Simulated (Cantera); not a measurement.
Feed: 1 mol NF3, 0.024 mol O2, 0.091 mol H2, at 2823.15 K and 1.00 bar.

Cantera equilibrium calculation (NASA polynomials, part measured and part estimated; ideal gas, pure solids and liquids). Candidate condensed phases: H2O; 40 gas species. Rates play no part.

Base state: F 0.798, N2 0.141, HF 0.0516, O2 0.00385, O 0.00369, NO 0.00217, F2 0.000151, FO 3.76e-5 (mole fractions); condensed: gas only.

Q: What changes in the equilibrium state with this change: O2 from 0.024 to 0.55 mol?

A: 
```csv
species,before,after
F,0.798,0.688
O2,0.00385,0.119
N2,0.141,0.117
O,0.00369,0.0205
NO,0.00217,0.0110
HF,0.0516,0.0445
FO,3.76e-5,0.000180
F2,0.000151,0.000113
```

Q: What changes in the equilibrium state with this change: NF3 replaced by PH3?

A: 
```csv
species,before,after
H2,<1e-9,0.678
P2,0,0.208
H,2.24e-6,0.0731
F,0.798,0
N2,0.141,0
HF,0.0516,0
PO,0,0.0177
P,0,0.0151
PH,0,0.00403
H2O,1.66e-9,0.00372
NO,0.00217,0
O2,0.00385,1.70e-8
```
Gases not in the tables: HPO2, HPO3 and P4O6. Further candidate phases: P, P4O10.

Q: What changes in the equilibrium state with this change: 0.031 mol NH3 added?

A: 
| species | before | after |
|---|---|---|
| F | 0.798 | 0.768 |
| N2 | 0.141 | 0.144 |
| HF | 0.0516 | 0.0776 |
| F2 | 0.000151 | 0.000140 |
| FO | 3.76e-5 | 3.61e-5 |
| NO | 0.00217 | 0.00219 |
